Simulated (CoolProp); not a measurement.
Hydrogen chloride along the isobar 10100 kPa: fugacity coefficient from the reference equation and from simpler models built on Tc = 324.7 K, pc = 8314 kPa, ω = 0.130; each cubic takes its own stable root.

Model: reference Helmholtz-energy equation of state, Thol 2018, in CoolProp.

```json
[
 {"T (K)": "294.5", "phase": "liquid", "reference": "0.3523", "Redlich-Kwong": "0.3915", "Peng-Robinson": "0.3618"},
 {"T (K)": "312.8", "phase": "liquid", "reference": "0.4693", "Redlich-Kwong": "0.5046", "Peng-Robinson": "0.4785"},
 {"T (K)": "331.2", "phase": "supercritical", "reference": "0.5897", "Redlich-Kwong": "0.6125", "Peng-Robinson": "0.5918"},
 {"T (K)": "349.5", "phase": "supercritical", "reference": "0.6699", "Redlich-Kwong": "0.6843", "Peng-Robinson": "0.6654"},
 {"T (K)": "367.9", "phase": "supercritical", "reference": "0.7217", "Redlich-Kwong": "0.7324", "Peng-Robinson": "0.7161"},
 {"T (K)": "386.2", "phase": "supercritical", "reference": "0.7616", "Redlich-Kwong": "0.7701", "Peng-Robinson": "0.7564"},
 {"T (K)": "404.5", "phase": "supercritical", "reference": "0.7939", "Redlich-Kwong": "0.8011", "Peng-Robinson": "0.7899"},
 {"T (K)": "422.9", "phase": "supercritical", "reference": "0.8209", "Redlich-Kwong": "0.8271", "Peng-Robinson": "0.8183"},
 {"T (K)": "441.2", "phase": "supercritical", "reference": "0.8435", "Redlich-Kwong": "0.8490", "Peng-Robinson": "0.8424"},
 {"T (K)": "459.6", "phase": "supercritical", "reference": "0.8629", "Redlich-Kwong": "0.8679", "Peng-Robinson": "0.8632"},
 {"T (K)": "477.9", "phase": "supercritical", "reference": "0.8796", "Redlich-Kwong": "0.8840", "Peng-Robinson": "0.8811"},
 {"T (K)": "496.3", "phase": "supercritical", "reference": "0.8941", "Redlich-Kwong": "0.8981", "Peng-Robinson": "0.8967"}
]
```
